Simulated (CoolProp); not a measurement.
Aqueous methanol as a coolant, at 10 °C, 1 atm.

Computed with CoolProp (Melinder's fits for secondary coolants).

```tsv
mass %	freezing point (°C)	density (kg/m³)	Prandtl number	conductivity (W/(m K))	viscosity (mPa s)
1.9	-1.1	[?]	10.3	0.569	1.39
8	-5.1	986.3	13.2	0.535	1.67
14	-9.7	978.0	16.3	0.503	1.96
20.1	-15.2	[?]	19.2	0.472	2.22
26.1	-21.3	961.7	21.7	0.443	2.41
32.2	[?]	952.8	[?]	0.415	2.52
38.2	-36.2	943.3	24.8	0.388	2.54
44.3	-45.1	932.8	25.1	0.364	2.48
50.3	[?]	921.7	[?]	[?]	2.37
```

### Question
Some entries are withheld; supply them.

### Answer

- 1.9, density (kg/m³): 996.2
- 20.1, density (kg/m³): 969.9
- 32.2, freezing point (°C): -28.3
- 32.2, Prandtl number: 23.7
- 50.3, freezing point (°C): -55.0
- 50.3, Prandtl number: 24.5
- 50.3, conductivity (W/(m K)): 0.341
